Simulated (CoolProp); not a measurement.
C3F8 (R218) at 293.15 K and 0.533 MPa flows at 0.13 m/s in a round tube of 2 mm bore and 45 µm roughness, fully developed (64/Re and Nu = 3.66 if laminar; Colebrook and Gnielinski if turbulent). Each further row changes one setting.

Values from CoolProp's reference Helmholtz-energy equation of state, Lemmon 2006. It is a short technical equation, of lower accuracy than the large ones.

```csv
case,Reynolds number,Darcy friction factor,pressure drop (Pa/m),heat-transfer coefficient (W/(m² K)),mass flow (kg/h)
as stated,1030,0.0619,12.4,22.4,0.0699
velocity 0.26 m/s,2070,0.0309,24.9,22.4,0.140
diameter 4 mm,2070,0.0309,3.11,11.2,0.280
```

Viscosity comes from a separate model (Huber 2003), an estimate that may be off by 10 % or more. Thermal conductivity comes from a separate model (Huber 2003), an estimate that may be off by 10 % or more.
